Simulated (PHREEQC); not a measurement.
Solution (20 °C): 0.011 mol HNO3, 0.08 mol CuSO4 and 0.00013 mol MnSO4 per kg of water. Closed to the air; pH follows from the charge balance.

All values are PHREEQC results (ion-association model, wateq4f.dat), not measurements.

Precipitation was switched off in this run.

Problem. Order these S species by the share of S that they hold, largest first: HSO4-, CuSO4, SO4-2.

Solution. SO4-2 (49 %), CuSO4 (44 %), HSO4- (7.3 %)

The pH is 2.38 and the ionic strength 0.180 mol/kgw. Complexes and solids missing from the database can't appear.
